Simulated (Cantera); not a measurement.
An isothermal, constant-pressure homogeneous reactor starts with H2 : O2 = 0.094 : 1 (molar parts), at 1425 K and 13.5 Torr.

Cantera simulation using GRI-Mech 3.0 (53 species, 325 reactions); the numbers are that mechanism's predictions, not measurements. Radical loss at walls, strong at low pressure, is not modelled. The temperature is held fixed by assumption; the heat of reaction is taken as removed at once.

x: mole fraction; the columns are a selection and need not sum to one.

```csv
t (s),x H2,x O2,x OH,x H2O2,x H2O,x O
3.00e-5,0.0859,0.914,5.82e-8,7.77e-11,3.16e-8,6.43e-8
0.000160,0.0859,0.914,3.28e-6,[?],5.87e-6,3.93e-6
0.000857,0.00289,0.847,0.0107,[?],0.0703,0.0540
0.00458,0.00204,0.854,0.00941,[?],0.0739,0.0491
0.0245,0.00113,0.880,0.00713,[?],0.0812,0.0257
0.131,0.000152,0.906,0.00265,[?],0.0880,0.00328
0.700,8.78e-6,0.910,0.000639,[?],0.0894,0.000187
3.74,8.46e-7,0.910,0.000199,[?],0.0897,1.81e-5
20.0,4.65e-7,0.910,0.000147,[?],0.0897,9.93e-6
```

Complete the blanks.


- 0.000160, x H2O2: 2.07e-9
- 0.000857, x H2O2: 1.24e-7
- 0.00458, x H2O2: 1.10e-7
- 0.0245, x H2O2: 9.76e-8
- 0.131, x H2O2: 4.38e-8
- 0.700, x H2O2: 8.97e-9
- 3.74, x H2O2: 2.00e-9
- 20.0, x H2O2: 1.51e-9
